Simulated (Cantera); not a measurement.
Feed: 1 mol HCl, 0.061 mol H2, 0.17 mol H2O, held at 101000 Pa.

These are equilibrium values from Cantera (NASA tables, ideal gas, pure condensed phases), not measurements of a reactor. Candidate condensed phases: H2O; 14 gas species. The numbers say what is thermodynamically allowed, not how fast it happens. All values below are at 2223 K.

Base state: HCl 0.790, H2O 0.136, H2 0.0564, Cl 0.0154, H 0.00151, OH 0.000527, Cl2 9.44e-5 (mole fractions); condensed: gas only.

### Question
What changes in the equilibrium state with this change: H2 from 0.061 to 0.67 mol?

### Answer
```csv
species,before,after
HCl,0.790,0.537
H2,0.0564,0.363
H2O,0.136,0.0919
Cl,0.0154,0.00412
Cl2,9.44e-5,6.79e-6
OH,0.000527,0.000140
H,0.00151,0.00383
```
